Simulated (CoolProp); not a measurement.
Propylene at 264.77 K and 0.209 MPa is throttled through a valve to 0.0938 MPa with no heat exchange. Each further row changes one setting.

Computed with CoolProp (reference Helmholtz-energy equation of state, Lemmon 2013).

```json
[
 {"case": "as stated", "temperature change (K)": "-2.9", "final density (kg/m³)": "1.85"},
 {"case": "outlet pressure 0.0281 MPa", "temperature change (K)": "-4.6", "final density (kg/m³)": "0.550"},
 {"case": "outlet pressure 0.122 MPa", "temperature change (K)": "-2.2", "final density (kg/m³)": "2.42"}
]
```
